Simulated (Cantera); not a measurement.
A closed system holds: 1 mol CO, 0.37 mol O2, held at 8.30 mbar.

Method: chemical equilibrium by Gibbs-energy minimisation in Cantera with the NASA 1993 tables (ideal gas, pure condensed phases). Candidate condensed phases: C; 12 gas species. Kinetics and transport are ignored.

Q: At 2723 K, list the 4 most abundant gas species with their mole fractions, and the condensed phases.

A: CO 0.572, CO2 0.163, O 0.149, O2 0.116. Condensed: gas only.
